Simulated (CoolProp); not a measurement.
A closed Brayton cycle with dry air: compressor inlet 310.15 K and 5.3 MPa, high pressure 16.1 MPa, turbine inlet 880 K, compressor efficiency 0.89, turbine efficiency 0.93, recuperator effectiveness 0.8 (on enthalpy, no pinch check). Each further row changes one setting.

Model: reference Helmholtz-energy equation of state, Lemmon 2000, in CoolProp. It is a pseudo-pure fit of the blend.

```
case                           thermal efficiency (%)  net work (kJ/kg)  compressor to turbine work  compressor exit (K)  turbine exit (K)
-----------------------------  ----------------------  ----------------  --------------------------  -------------------  ----------------
as stated                                        34.7               100                        0.57                442.1             672.1
turbine inlet 830 K                              32.5              86.8                        0.61                442.1             632.1
compressor inlet 320.15 K                        33.5              95.6                        0.59                456.1             672.1
high pressure 13.7 MPa                           34.4              92.5                        0.55                420.3             699.2
recuperator effectiveness 0.5                    27.7               100                        0.57                442.1             672.1
```
